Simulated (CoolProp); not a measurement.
Vapour-liquid equilibrium of carbon dioxide (1) + R124 (2) at 265.5 K; x and y are mole fractions of (1).

Model: multi-fluid Helmholtz-energy mixture model, Span 1996 and de Vries 1995; pair parameters Bell 2016, in CoolProp.

Give the bubble pressure and the first vapour's composition at x = 0.15, 0.25, 0.55. Is there an azeotrope?

x = 0.15: 0.4744 MPa, y = 0.758; x = 0.25: 0.6970 MPa, y = 0.843; x = 0.55: 1.404 MPa, y = 0.941. No azeotrope shows between x = 0.05 and 0.95.

Pair parameters are fitted to limited data, so mixtures are less certain than the pure fluids.
